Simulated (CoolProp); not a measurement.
Saturation properties of cyclopropane.

Values from CoolProp's reference Helmholtz-energy equation of state, Polt 1992. This equation is an older, rougher fit; its heat capacities, sound speeds and derivatives of the liquid may be far off and weren't checked against measurements.

```csv
T (K),p (bar),liquid density (kg/m³),vapour Z,surface tension (mN/m)
287.3,5.342,635.5,0.8931,12.7
292.5,6.202,[?],0.8821,11.9
297.8,[?],[?],0.8701,11.2
303,8.241,[?],0.8578,10.4
308.3,9.439,[?],0.8445,9.65
313.6,10.76,594.1,0.8305,8.91
318.8,12.18,585.3,0.8159,8.20
324.1,[?],575.9,0.8003,7.49
329.3,15.47,566.4,[?],6.81
334.6,[?],556.4,0.7667,6.13
339.8,19.36,546.2,0.7486,5.48
```

Some entries are withheld; supply them.


- 292.5, liquid density (kg/m³): 627.7
- 297.8, p (bar): 7.178
- 297.8, liquid density (kg/m³): 619.6
- 303, liquid density (kg/m³): 611.4
- 308.3, liquid density (kg/m³): 602.9
- 324.1, p (bar): 13.77
- 329.3, vapour Z: 0.7841
- 334.6, p (bar): 17.35

Surface tension comes from a separate correlation (Mulero 2014).
